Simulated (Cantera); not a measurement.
Charge: 1 mol CsCl, 38 mol H2, 0.11 mol N2, equilibrated at 7.50 Torr.

Method: chemical equilibrium by Gibbs-energy minimisation in Cantera with the NASA 1993 tables (ideal gas, pure condensed phases). Candidate condensed phases: Cs, CsCl, NH4Cl; 16 gas species. Kinetics and transport are ignored.

### Question
At 1552 °C, list the 4 most abundant gas species with their mole fractions, and the condensed phases.

### Answer
H2 0.964, CsCl 0.0224, H 0.00432, Cs 0.00311. Condensed: gas only.
